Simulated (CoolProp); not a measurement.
A single-stage vapour-compression cycle with R227EA: evaporating at 246.15 K (dew point), condensing at 299.15 K (bubble point), superheat 8 K, subcooling 5 K, compressor efficiency 0.8, no pressure losses. Each further row changes one setting.

The numbers come from the reference Helmholtz-energy equation of state, Lemmon 2016 in CoolProp.

```
case                              cooling COP  pressure ratio  discharge temperature (K)  refrigerating effect (kJ/kg)  volumetric capacity (kJ/m³)
--------------------------------  -----------  --------------  -------------------------  ----------------------------  ---------------------------
as stated                                2.85            7.51                      302.6                          88.8                          460
evaporating temperature 251.15 K         3.32            5.95                      302.5                          92.2                          595
condensing temperature 294.15 K          3.28            6.43                      298.5                          94.6                          490
subcooling 10 K                          3.03            7.51                      302.6                          94.6                          490
superheat 18 K                           2.95            7.51                      312.6                          96.3                          478
compressor efficiency 0.7                2.49            7.51                      307.5                          88.8                          460
```
